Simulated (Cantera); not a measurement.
## Equilibrium for silicon etching in halogen gases: Si + Cl2

A closed system holds: 1 mol Si, 2.6 mol Cl2, equilibrated at 2.10 Pa.

These are equilibrium values from Cantera (NASA tables, ideal gas, pure condensed phases), not measurements of a reactor. Candidate condensed phases: Si; 9 gas species. The tables' values for SiCl3 are old estimates; treat these amounts as uncertain. Equilibrium is a limit: real reactors are often held back by kinetics, nucleation or transport.

| T (K) | x SiCl4 | x Cl | x Cl2 | x SiCl3 | x SiCl2 |
|---|---|---|---|---|---|
| 923 | 0.620 | 0.0147 | 0.365 | 1.00e-8 | <1e-12 |
| 973 | 0.615 | 0.0332 | 0.352 | 6.14e-8 | <1e-12 |
| 1023 | 0.604 | 0.0680 | 0.328 | 3.17e-7 | 3.52e-12 |
| 1073 | 0.586 | 0.126 | 0.288 | 1.43e-6 | 5.60e-11 |
| 1123 | 0.559 | 0.210 | 0.231 | 5.84e-6 | 7.58e-10 |
| 1173 | 0.528 | 0.311 | 0.161 | 2.24e-5 | 9.38e-9 |
| 1223 | 0.498 | 0.405 | 0.0964 | 8.42e-5 | 1.13e-7 |
| 1273 | 0.477 | 0.473 | 0.0499 | 0.000315 | 1.36e-6 |
| 1323 | 0.464 | 0.511 | 0.0238 | 0.00115 | 1.56e-5 |
| 1373 | 0.454 | 0.531 | 0.0112 | 0.00398 | 0.000161 |
| 1423 | 0.436 | 0.545 | 0.00544 | 0.0125 | 0.00141 |
x: gas mole fraction; nothing condenses.

From 923 K to 1423 K nothing is condensed. The main Si-bearing gas is SiCl4 throughout.
